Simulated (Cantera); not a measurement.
What does this Cantera script print?

```python
import numpy as np
import cantera as ct

gas = ct.Solution("h2o2.yaml")
gas.TPX = 548, 330000, {'H2': 1, 'O2': 0.417, 'N2': 1.57, 'H2O': 0.18}
flame = ct.FreeFlame(gas, width=0.017)
flame.set_refine_criteria(ratio=3, slope=0.08, curve=0.16)
flame.transport_model = "mixture-averaged"
flame.solve(loglevel=0, auto=True)
z, T = flame.grid, flame.T
thick = (T[-1] - T[0]) / np.gradient(T, z).max()
show = ['H2', 'O2', 'H2O2', 'O', 'H', 'OH']
print(f"laminar burning velocity  {flame.velocity[0] * 100:.3f} cm/s")
print(f"burnt temperature         {T[-1]:.1f} K")
print(f"thermal thickness         {thick * 1e3:.4f} mm")
print(f"grid points               {len(z)}")
z0 = z[flame.heat_release_rate.argmax()]
print(f"{'z/mm':>9s}{'T/K':>9s}{'u/(m/s)':>9s}" + "".join(f"{s:>11s}" for s in show))
rows = []
for k in (-3, -2, -1.5, -1, -0.5, -0.25, 0, 0.25, 0.5, 1, 2, 4, 8):
    zz = z0 + k * thick
    rows.append([k * thick, np.interp(zz, z, T), np.interp(zz, z, flame.velocity),
                 *(np.interp(zz, z, flame.X[gas.species_index(s)]) for s in show)])
    print(f"{rows[-1][0] * 1e3:9.3f}{rows[-1][1]:9.1f}{rows[-1][2]:9.3f}" + "".join(f"{x:11.3e}" for x in rows[-1][3:]))
```

It prints:

```
laminar burning velocity  616.476 cm/s
burnt temperature         2432.4 K
thermal thickness         0.0894 mm
grid points               113
     z/mm      T/K  u/(m/s)         H2         O2       H2O2          O          H         OH
   -0.268    548.0    6.165  3.158e-01  1.317e-01  2.889e-13  3.568e-13  4.964e-15  8.841e-15
   -0.179    548.0    6.165  3.157e-01  1.317e-01  1.488e-11  1.992e-11  2.776e-13  4.937e-13
   -0.134    548.0    6.164  3.157e-01  1.317e-01  4.190e-10  5.509e-10  7.992e-12  1.370e-11
   -0.089    548.4    6.163  3.150e-01  1.318e-01  2.386e-08  2.189e-08  8.260e-10  7.521e-10
   -0.045    576.2    6.388  3.041e-01  1.332e-01  1.000e-05  4.841e-06  1.962e-05  1.780e-05
   -0.022    831.9    8.919  2.647e-01  1.276e-01  7.206e-05  2.247e-04  2.338e-03  9.811e-04
    0.000   1286.9   13.372  1.875e-01  9.568e-02  2.544e-05  2.453e-03  1.755e-02  2.848e-03
    0.022   1613.9   16.555  1.150e-01  4.916e-02  5.097e-06  5.399e-03  3.484e-02  7.441e-03
    0.045   1788.5   18.232  8.246e-02  2.409e-02  3.008e-06  5.995e-03  3.913e-02  1.137e-02
    0.089   1956.3   19.775  6.980e-02  1.175e-02  1.694e-06  5.112e-03  3.299e-02  1.394e-02
    0.179   2107.4   21.097  6.703e-02  7.475e-03  9.750e-07  3.363e-03  2.295e-02  1.358e-02
    0.358   2231.7   22.144  6.413e-02  4.505e-03  6.105e-07  1.866e-03  1.482e-02  1.154e-02
    0.715   2322.0   22.882  6.121e-02  2.385e-03  3.844e-07  9.140e-04  9.259e-03  8.822e-03
```

Model: the H2/O2 subset of GRI-Mech 3.0, which has no nitrogen chemistry, integrated in Cantera. The hydrogen kinetics of GRI-Mech 3.0 are dated; newer H2 mechanisms differ, most at raised pressure. Burning velocities carry a grid error of a few per cent, more on coarse grids.
